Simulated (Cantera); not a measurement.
An isothermal, constant-pressure homogeneous reactor starts with 76.9 % C2H6, 23.1 % N2, at 1348 K and 28.0 Pa.

Detailed kinetics in Cantera: GRI-Mech 3.0 (53 species, 325 reactions). GRI-Mech 3.0 stops at C3 and has no aromatics, soot or wall deposition, so with more carbon than oxygen in the feed, carbon stays in small species such as C2H2 where larger ones or solid carbon would form. Radical loss at walls, strong at low pressure, is not modelled.

Predict: x(C2H6) at 40.0 s; x(HCN) at 40.0 s; x(C2H2) at 40.0 s; x(C2H4) at 40.0 s; x(CH4) at 40.0 s; x(H2) at 40.0 s.


```
Item                                                  Value
-----------------  ----------------------------------------
x(C2H6) at 40.0 s  3.47e-6 (gas-phase equilibrium 3.80e-10)
x(HCN) at 40.0 s     4.45e-9 (gas-phase equilibrium 0.0561)
x(C2H2) at 40.0 s       0.216 (gas-phase equilibrium 0.275)
x(C2H4) at 40.0 s    0.0596 (gas-phase equilibrium 7.14e-5)
x(CH4) at 40.0 s     0.231 (gas-phase equilibrium 0.000364)
x(H2) at 40.0 s         0.376 (gas-phase equilibrium 0.606)
```
